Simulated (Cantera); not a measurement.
An adiabatic, constant-volume homogeneous reactor starts with 4.19 % CO, 0.922 % H₂, 3.06 % CH₄, 19.3 % O₂, 72.5 % N₂, at 1375 K and 3750 Torr.

Model: GRI-Mech 3.0 (53 species, 325 reactions), integrated in Cantera.

**Question.** Predict: time of steepest temperature rise; temperature at 1.00 s; equilibrium temperature; x(CO) at 1.00 s; x(H₂) at 1.00 s.

**Answer.** time of steepest temperature rise: 0.167 ms
temperature at 1.00 s: 2533 K
equilibrium temperature: 2533 K
x(CO) at 1.00 s: 0.00329 (gas-phase equilibrium 0.00329)
x(H₂) at 1.00 s: 0.000504 (gas-phase equilibrium 0.000504)
